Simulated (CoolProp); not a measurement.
Saturation properties of n-perfluorohexane.

Values from CoolProp's reference Helmholtz-energy equation of state, Gao 2022.

```
T (K)  p (MPa)  liquid density (kg/m³)  vapour density (kg/m³)  liquid cp (kJ/(kg K))
-----  -------  ----------------------  ----------------------  ---------------------
308.9  0.04613                       ?                   6.290                  1.064
317.7  0.06481                    1618                   8.683                  1.078
326.6  0.08931                    1590                   11.79                  1.092
335.4   0.1201                       ?                   15.67                  1.106
344.2        ?                    1533                   20.52                  1.121
353.1   0.2067                    1502                   26.60                      ?
361.9   0.2643                    1470                   34.00                  1.154
370.8   0.3344                    1435                   43.18                      ?
379.6   0.4168                    1399                   54.29                  1.192
388.4   0.5138                    1360                   67.94                  1.215
397.3   0.6286                    1317                   85.03                  1.242
```

Task: What belongs in the gaps?

Result: 
- 308.9, liquid density (kg/m³): 1644
- 335.4, liquid density (kg/m³): 1562
- 344.2, p (MPa): 0.1587
- 353.1, liquid cp (kJ/(kg K)): 1.137
- 370.8, liquid cp (kJ/(kg K)): 1.172

It boils at 330.3 K under 1 atm.
